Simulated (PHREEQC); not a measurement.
A solution holds 130 mmol/kgw HCl, 2.3 mmol/kgw LiCl and 36 mmol/kgw Na2SO4, at 20 °C and 300 atm. Closed to the air; pH follows from the charge balance.

The numbers come from PHREEQC with the ion-association model, phreeqc.dat.

Question: The ionic strength comes out as 0.190 mol/kgw. What activity coefficients do Cl-, SO4-2, NaSO4-, H+, Na+ get?

Answer: Cl- 0.72, SO4-2 0.31, NaSO4- 0.75, H+ 0.80, Na+ 0.76.

Precipitation was switched off in this run. Complexes and solids missing from the database can't appear. Under pressure, the constants of complexes without a molar volume in the database are unreliable.
